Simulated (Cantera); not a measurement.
## PbO + C + CO (carbothermic reduction)

Input: 1 mol PbO, 7.7 mol C, 0.013 mol CO, equilibrated at 413 Torr.

Cantera equilibrium calculation (NASA polynomials, part measured and part estimated; ideal gas, pure solids and liquids). Candidate condensed phases: C, Pb, PbO, PbO2, Pb3O4; 15 gas species. Rates play no part.

At 1798 K the condensed part is C(graphite) + Pb(l). From 1848 K to 2348 K the condensed part is C(graphite). The main Pb-bearing gas is Pb throughout.

| T (K) | x CO | x Pb | x Pb2 | x CO2 | x PbO | x C3 | n C(graphite) | n Pb(l) |
|---|---|---|---|---|---|---|---|---|
| 1798 | 0.513 | 0.486 | 0.000971 | 1.09e-5 | 7.81e-8 | <1e-12 | 6.70 | 0.0368 |
| 1848 | 0.504 | 0.495 | 0.000901 | 7.87e-6 | 7.67e-8 | <1e-12 | 6.70 | 0 |
| 1898 | 0.504 | 0.496 | 0.000808 | 5.98e-6 | 7.54e-8 | 3.56e-12 | 6.70 | 0 |
| 1948 | 0.504 | 0.496 | 0.000729 | 4.61e-6 | 7.43e-8 | 1.35e-11 | 6.70 | 0 |
| 1998 | 0.504 | 0.496 | 0.000660 | 3.60e-6 | 7.32e-8 | 4.80e-11 | 6.70 | 0 |
| 2048 | 0.504 | 0.496 | 0.000600 | 2.85e-6 | 7.21e-8 | 1.60e-10 | 6.70 | 0 |
| 2098 | 0.504 | 0.496 | 0.000548 | 2.29e-6 | 7.12e-8 | 5.02e-10 | 6.70 | 0 |
| 2148 | 0.503 | 0.496 | 0.000502 | 1.85e-6 | 7.03e-8 | 1.49e-9 | 6.70 | 0 |
| 2198 | 0.503 | 0.496 | 0.000462 | 1.52e-6 | 6.95e-8 | 4.22e-9 | 6.70 | 0 |
| 2248 | 0.503 | 0.496 | 0.000426 | 1.25e-6 | 6.87e-8 | 1.14e-8 | 6.70 | 0 |
| 2298 | 0.503 | 0.496 | 0.000394 | 1.05e-6 | 6.79e-8 | 2.93e-8 | 6.70 | 0 |
| 2348 | 0.503 | 0.496 | 0.000365 | 8.81e-7 | 6.72e-8 | 7.25e-8 | 6.70 | 0 |
x: gas mole fraction; n: condensed amount in mol.
